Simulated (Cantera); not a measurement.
# Thermodynamics of abatement and gas-phase synthesis, feed H2O + N2

Charge: 1 mol H2O, 6.9 mol N2, equilibrated at 227 °C.

These are equilibrium values from Cantera (NASA tables, ideal gas, pure condensed phases), not measurements of a reactor. Candidate condensed phases: H2O; 24 gas species. The ideal-gas law is rough above about 30 bar. Rates play no part.

```csv
P (Pa),x N2,x H2O,n H2O(l)
10,0.873,0.127,0
84,0.873,0.127,0
710,0.873,0.127,0
6000,0.873,0.127,0
50000,0.873,0.127,0
420000,0.873,0.127,0
3600000,0.873,0.127,0
30000000,0.923,0.0769,0.425
```
x: gas mole fraction; n: condensed amount in mol.

From 10.0 Pa to 3600000 Pa nothing is condensed. At 3.00e7 Pa the condensed part is H2O(l).
